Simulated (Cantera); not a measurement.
Source: NASA polynomial tables (part measured, part estimated), evaluated in Cantera. Values are per mole of reaction as written; species without (g) are pure solids or liquids, kept so even where they would boil at 1 bar.

C + 2 PbCl2(g) = 2 Pb(g) + CCl4(g)

```tsv
T (K)	ΔH° (kJ)	ΔS° (J/K)	ΔG° (kJ)	log10 K
300	?	?	?	?
1498	653.5	34.9	601.1	-20.96
1548	654.0	35.3	599.4	-20.22
1598	?	?	?	?
1648	655.1	35.9	595.8	-18.88
1698	?	?	?	?
1748	656.2	36.6	592.2	-17.70
1798	656.9	37.0	590.3	-17.15
1848	657.5	37.4	588.5	-16.63
1898	?	?	?	?
```

Problem. Complete the blanks.

Solution. 
- 300, ΔH° (kJ): 642.7
- 300, ΔS° (J/K): 20.7
- 300, ΔG° (kJ): 636.5
- 300, log10 K: -110.83
- 1598, ΔH° (kJ): 654.5
- 1598, ΔS° (J/K): 35.6
- 1598, ΔG° (kJ): 597.6
- 1598, log10 K: -19.53
- 1698, ΔH° (kJ): 655.6
- 1698, ΔS° (J/K): 36.3
- 1698, ΔG° (kJ): 594.0
- 1698, log10 K: -18.27
- 1898, ΔH° (kJ): 658.2
- 1898, ΔS° (J/K): 37.7
- 1898, ΔG° (kJ): 586.6
- 1898, log10 K: -16.14
